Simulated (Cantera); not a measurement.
An isothermal, constant-pressure homogeneous reactor starts with CH4 : H2O : H2 : N2 = 1 : 0.58 : 0.07 : 0.0033 (molar parts), at 1775 K and 0.947 atm.

Cantera simulation using GRI-Mech 3.0 (53 species, 325 reactions); the numbers are that mechanism's predictions, not measurements. GRI-Mech 3.0 stops at C3 and has no aromatics, soot or wall deposition, so with more carbon than oxygen in the feed, carbon stays in small species such as C2H2 where larger ones or solid carbon would form.

x: mole fraction; the columns are a selection and need not sum to one.

| t (s) | x CH4 | x H2O | x H2 | x CO | x HCO | x CO2 | x CH2 |
|---|---|---|---|---|---|---|---|
| 4.00e-5 | 0.599 | 0.350 | 0.0455 | 7.97e-7 | 3.14e-9 | 8.29e-11 | 5.29e-7 |
| 0.000237 | 0.540 | 0.341 | 0.0898 | 0.000134 | 4.75e-8 | 2.33e-7 | 1.52e-6 |
| 0.00140 | 0.321 | 0.290 | 0.295 | 0.00127 | 2.36e-8 | 1.63e-5 | 8.70e-7 |
| 0.00828 | 0.110 | 0.233 | 0.498 | 0.00765 | 8.71e-9 | 0.000369 | 4.60e-7 |
| 0.0490 | [?] | [?] | [?] | [?] | 8.11e-9 | [?] | [?] |
| 0.290 | 0.0197 | 0.0698 | 0.688 | 0.120 | 1.88e-8 | 0.00328 | 9.58e-8 |
| 1.71 | 0.0112 | [?] | 0.742 | 0.177 | 2.76e-8 | [?] | [?] |
| 10.1 | 0.0105 | 1.77e-6 | 0.746 | 0.181 | 2.84e-8 | 1.16e-7 | 2.77e-8 |
| 60.0 | 0.0105 | 1.75e-6 | 0.746 | 0.181 | 2.84e-8 | 1.14e-7 | 2.77e-8 |

### Question
What belongs in the gaps?

### Answer

- 0.0490, x CH4: 0.0335
- 0.0490, x H2O: 0.171
- 0.0490, x H2: 0.602
- 0.0490, x CO: 0.0400
- 0.0490, x CO2: 0.00280
- 0.0490, x CH2: 2.46e-7
- 1.71, x H2O: 0.00496
- 1.71, x CO2: 0.000320
- 1.71, x CH2: 3.17e-8
